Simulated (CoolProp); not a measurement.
A simple Rankine cycle with ammonia: condensing at 326.15 K, boiler at 5.33 MPa, turbine inlet 515.1 K, turbine efficiency 0.65, pump efficiency 0.6, no recuperator. Each further row changes one setting.

Computed with CoolProp (reference Helmholtz-energy equation of state, Gao 2020).

```
case                             thermal efficiency (%)  net work (kJ/kg)  heat in (kJ/kg)  turbine exit temperature (K)  volume ratio over the turbine
-------------------------------  ----------------------  ----------------  ---------------  ----------------------------  -----------------------------
as stated                                           7.5               114             1510                         451.5                           2.18
turbine inlet 535.1 K                               7.7               120             1570                         470.9                           2.18
condensing temperature 318.15 K                       …                 …                …                         438.3                           2.62
boiler pressure 3.73 MPa                            4.8                 …             1540                             …                              …
turbine efficiency 0.55                             6.3              94.9             1510                         458.8                              …
```

### Question
Some entries are withheld; supply them.

### Answer

- condensing temperature 318.15 K, thermal efficiency (%): 8.9
- condensing temperature 318.15 K, net work (kJ/kg): 139
- condensing temperature 318.15 K, heat in (kJ/kg): 1550
- boiler pressure 3.73 MPa, net work (kJ/kg): 73.4
- boiler pressure 3.73 MPa, turbine exit temperature (K): 477.3
- boiler pressure 3.73 MPa, volume ratio over the turbine: 1.59
- turbine efficiency 0.55, volume ratio over the turbine: 2.22
